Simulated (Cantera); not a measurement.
Feed: 1 mol CH3Cl, 2.3 mol HCl, 3.6 mol H2, equilibrated at 1577 °C and 4.40e-5 bar.

Equilibrium computed with Cantera from the NASA thermochemical tables; the gas is ideal and each condensed phase is pure. Candidate condensed phases: C, C6H6, C7H8, C8H18; 91 gas species. Equilibrium is a limit: real reactors are often held back by kinetics, nucleation or transport.

Base state: H2 0.541, HCl 0.368, H 0.0598, Cl 0.0309, C2H2 (acetylene) 0.000142 (mole fractions); condensed: C(graphite).

Task: What changes in the equilibrium state with this change: temperature from 1577 °C to 1750 °C?

Result: 
| species | before | after |
|---|---|---|
| H2 | 0.541 | 0.448 |
| HCl | 0.368 | 0.273 |
| H | 0.0598 | 0.192 |
| Cl | 0.0309 | 0.0867 |
| C2H2 (acetylene) | 0.000142 | 0.000400 |
| C(graphite), mol | 0.998 | 0.993 |

Task: What changes in the equilibrium state with this change: pressure from 4.40e-5 bar to 0.0960 bar?

Result: 
```tsv
species	before	after
H2	0.541	0.581
HCl	0.368	0.417
H	0.0598	0.00133
Cl	0.0309	0.000722
CH4	8.44e-9	2.12e-5
C2H2 (acetylene)	0.000142	0.000152
C(graphite), mol	0.998	0.997
```

Task: What changes in the equilibrium state with this change: temperature from 1577 °C to 2577 °C?

Result: 
| species | before | after |
|---|---|---|
| H | 0.0598 | 0.750 |
| Cl | 0.0309 | 0.199 |
| C | 2.10e-8 | 0.0396 |
| H2 | 0.541 | 0.00262 |
| HCl | 0.368 | 0.00101 |
| C2 | <1e-9 | 0.00309 |
| C3 | 1.15e-8 | 0.00484 |
| C2H | 1.68e-7 | 9.64e-5 |
| C(graphite), mol | 0.998 | 0 |
